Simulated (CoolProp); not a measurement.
Properties of methane along the isobar 4090 kPa.

Model: reference Helmholtz-energy equation of state, Setzmann 1991, in CoolProp.

| T (K) | phase | cv (kJ/(kg K)) | Prandtl number | fugacity coefficient |
|---|---|---|---|---|
| 177.9 | liquid | 1.912 | 2.11 | 0.5674 |
| 196.9 | gas | 1.881 | … | 0.7379 |
| 215.9 | gas | 1.746 | 1.03 | 0.8040 |
| 234.9 | gas | … | 0.919 | 0.8496 |
| 253.9 | gas | 1.700 | 0.862 | 0.8829 |
| 272.9 | gas | 1.712 | 0.828 | 0.9080 |
| 291.9 | gas | 1.738 | 0.805 | … |
| 310.8 | gas | 1.774 | 0.789 | 0.9424 |
| 329.8 | gas | 1.819 | 0.778 | 0.9545 |
| 348.8 | gas | 1.869 | 0.769 | 0.9642 |
| 367.8 | gas | 1.925 | 0.761 | 0.9721 |

Task: Fill in the missing entries.

Result: 
- 196.9, Prandtl number: 1.39
- 234.9, cv (kJ/(kg K)): 1.706
- 291.9, fugacity coefficient: 0.9273

Viscosity comes from a separate model (Quiñones-Cisneros 2006). Thermal conductivity comes from a separate model (Friend 1989).
